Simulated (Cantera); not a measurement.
Charge: 1 mol SiH2Cl2, 0.51 mol H2O, 150 mol N2, 0.83 mol N2O, equilibrated at 61.0 Pa.

Equilibrium computed with Cantera from the NASA thermochemical tables; the gas is ideal and each condensed phase is pure. Candidate condensed phases: H2O, NH4Cl, Si, SiO2, Si2N2O, Si3N4; 47 gas species. The tables hold silica as quartz up to 1696 K and as liquid above; real silica turns to tridymite and cristobalite and melts near 1996 K. Rates play no part.

### Question
What share of the Si ends up in condensed phases as a function of T (K), at 1425, 1475, 1525, 1575, 1625, 1675, 1725, 1775, 1825, 1875, 1925?

### Answer
```
T (K)  Si condensed (%)               as
-----  ----------------  ---------------
1425               35.0   SiO2(β-quartz)
1475               34.1   SiO2(β-quartz)
1525               34.0   SiO2(β-quartz)
1575               33.7   SiO2(β-quartz)
1625               33.0   SiO2(β-quartz)
1675               31.0   SiO2(β-quartz)
1725               25.9  SiO2(condensed)
1775               16.1  SiO2(condensed)
1825                0.5  SiO2(condensed)
1875                0.0                -
1925                0.0                -
```
